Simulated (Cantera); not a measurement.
Feed: 1 mol BaF₂, 1 mol H₂O, 6.6 mol N₂, 5 mol H₂, equilibrated at 1375 K and 1.33 mbar.

Method: chemical equilibrium by Gibbs-energy minimisation in Cantera with the NASA 1993 tables (ideal gas, pure condensed phases). Mutual solubility and eutectic melting of coexisting phases are not modelled. The numbers say what is thermodynamically allowed, not how fast it happens.

```csv
species,before,after
N₂,0.522,0.489
H₂,0.395,0.369
H₂O,0.0776,0.0679
BaF₂,0.00170,0.0561
HF,0.00303,0.0143
BaF,4.25e-5,0.00209
BaOH,2.68e-6,4.95e-5
H,5.90e-5,0.000513
Ba(OH)₂,2.57e-5,0.000105
"BaF₂(s), mol",0.959,0.133
"BaO(s), mol",0.0185,0.0805
```
Gas species are given as mole fractions.

Q: Name the change that produced these shifts.
A. temperature from 1375 K to 1523.15 K
B. pressure from 1.33 mbar to 7.70 mbar
C. H₂O from 1 to 11 mol
D. temperature from 1375 K to 1548.15 K

A: D, temperature from 1375 K to 1548.15 K
